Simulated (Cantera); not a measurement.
An adiabatic, constant-pressure homogeneous reactor starts with H₂ : O₂ : N₂ = 1 : 0.25 : 1.25 (molar parts), at 1148 K and 1.50 bar.

Detailed kinetics in Cantera: the H2/O2 subset of GRI-Mech 3.0, which has no nitrogen chemistry.

Predict: time of steepest temperature rise; temperature at 0.700 s; equilibrium temperature; x(H₂) at 0.700 s; x(O₂) at 0.700 s; x(O) at 0.700 s; x(HO₂) at 0.700 s; x(H) at 0.700 s; x(H₂O₂) at 0.700 s; x(H₂O) at 0.700 s.


```json
{
  "time_of_steepest_temperature_rise": "59.0 µs",
  "temperature at 0.700 s": "2514 K",
  "equilibrium_temperature": "2514 K",
  "x(H₂) at 0.700 s": "0.217 (gas-phase equilibrium 0.217)",
  "x(O₂) at 0.700 s": "2.77e-5 (gas-phase equilibrium 2.77e-5)",
  "x(O) at 0.700 s": "6.69e-5 (gas-phase equilibrium 6.69e-5)",
  "x(HO₂) at 0.700 s": "2.98e-8 (gas-phase equilibrium 2.98e-8)",
  "x(H) at 0.700 s": "0.0102 (gas-phase equilibrium 0.0102)",
  "x(H₂O₂) at 0.700 s": "1.02e-8 (gas-phase equilibrium 1.02e-8)",
  "x(H₂O) at 0.700 s": "0.219 (gas-phase equilibrium 0.219)"
}
```
